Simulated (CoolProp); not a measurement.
Vapour-liquid equilibrium of propane (1) + dimethyl ether (2) at 313.4 K; x and y are mole fractions of (1).

Values from CoolProp's multi-fluid Helmholtz-energy mixture model, Lemmon 2009 and Wu 2011; pair parameters Bell 2016.

```csv
x,bubble pressure (MPa),y at the bubble point,dew pressure at overall composition x (MPa),liquid density (mol/L)
0.05,0.9546,0.097,0.9253,13.58
0.15,1.056,0.249,0.9886,13.16
0.25,1.139,0.365,1.057,12.77
0.35,1.207,0.460,1.128,12.39
0.45,1.262,0.544,1.199,12.04
0.55,1.306,0.621,1.266,11.71
0.65,1.341,0.697,1.321,11.41
0.75,1.366,0.774,1.360,11.14
0.85,1.381,0.856,1.380,10.90
0.95,1.382,0.949,1.382,10.69
```

y crosses x between x = 0.85 and 0.95: the model has an azeotrope there.

Pair parameters are fitted to limited data, so mixtures are less certain than the pure fluids.
